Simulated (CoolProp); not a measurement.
Vapour-liquid equilibrium of CH2F2 (R32) (1) + R143a (2) at 0.691 MPa; x and y are mole fractions of (1).

Computed with CoolProp (multi-fluid Helmholtz-energy mixture model, Tillner-Roth 1997 and Lemmon and Jacobsen 2000; pair parameters Bell 2016).

```csv
x,"bubble temperature, mixture model (°C)","bubble temperature, Raoult's law (°C)","y, mixture model","y, Raoult's law"
0.05,2.5,3.0,0.075,0.065
0.2,-0.3,1.6,0.267,0.247
0.35,-2.2,0.2,0.424,0.414
0.5,-3.6,-1.1,0.559,0.567
0.65,-4.6,-2.4,0.684,0.709
0.8,-5.1,-3.5,0.809,0.840
0.95,-5.1,-4.6,0.948,0.961
```

The largest gap from Raoult's law is -2.5 K in bubble temperature, at x = 0.5. y crosses x between x = 0.8 and 0.95: the model has an azeotrope there.

Pair parameters are fitted to limited data, so mixtures are less certain than the pure fluids.
